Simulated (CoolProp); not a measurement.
Propylene along the isobar 37.1 bar: fugacity coefficient from the reference equation and from simpler models built on Tc = 364.2 K, pc = 45.55 bar, ω = 0.146; each cubic takes its own stable root.

Model: reference Helmholtz-energy equation of state, Lemmon 2013, in CoolProp.

| T (K) | phase | reference |
|---|---|---|
| 323.2 | liquid | 0.4551 |
| 339.3 | liquid | 0.5825 |
| 355.5 | gas | 0.7034 |
| 371.6 | gas | 0.7463 |
| 387.8 | gas | 0.7800 |
| 403.9 | gas | 0.8076 |
| 420 | gas | 0.8308 |
| 436.2 | gas | 0.8507 |
| 452.3 | gas | 0.8677 |
| 468.5 | gas | 0.8826 |
| 484.6 | gas | 0.8956 |
| 500.8 | gas | 0.9071 |
| 516.9 | gas | 0.9172 |
| 533.1 | gas | 0.9263 |
| 549.2 | gas | 0.9343 |

### Question
How far does each simpler model (van der Waals, Redlich-Kwong, Soave-Redlich-Kwong, Peng-Robinson) lie from the reference over these 15 states: mean and median of the absolute difference, and the worst?

### Answer
- van der Waals: mean 4.6 %, median 1.5 %, worst +30.6 % at 323.2 K and 37.1 bar
- Redlich-Kwong: mean 1.4 %, median 0.8 %, worst +8.0 % at 323.2 K and 37.1 bar
- Soave-Redlich-Kwong: mean 0.8 %, median 0.7 %, worst +2.3 % at 323.2 K and 37.1 bar
- Peng-Robinson: mean 1.6 %, median 1.5 %, worst -2.5 % at 371.6 K and 37.1 bar
